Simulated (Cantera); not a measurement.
Charge: 1 mol SiCl4, 26 mol H2O, 9.9 mol H2, 2.2 mol O3, held at 1098.15 K and 0.130 bar.

Cantera equilibrium calculation (NASA polynomials, part measured and part estimated; ideal gas, pure solids and liquids). Candidate condensed phases: H2O, Si, SiO2; 30 gas species. Rates play no part.

Base state: H2O 0.807, HCl 0.106, H2 0.0871 (mole fractions); condensed: SiO2(β-quartz).

Question: What changes in the equilibrium state with this change: SiCl4 replaced by SiH4?

Answer: 
| species | before | after |
|---|---|---|
| H2O | 0.807 | 0.807 |
| H2 | 0.0871 | 0.193 |
| HCl | 0.106 | 0 |
| SiO2(β-quartz), mol | 1.00 | 1.00 |

Question: What changes in the equilibrium state with this change: SiCl4 replaced by HMDSO?

Answer: 
| species | before | after |
|---|---|---|
| H2 | 0.0871 | 0.473 |
| H2O | 0.807 | 0.409 |
| CO | 0 | 0.0634 |
| HCl | 0.106 | 0 |
| CO2 | 0 | 0.0545 |
| SiO2(β-quartz), mol | 1.00 | 2.00 |
The feed counts by its element totals alone. Further candidate phases: C, C6H6, C7H8, C8H18, SiC.
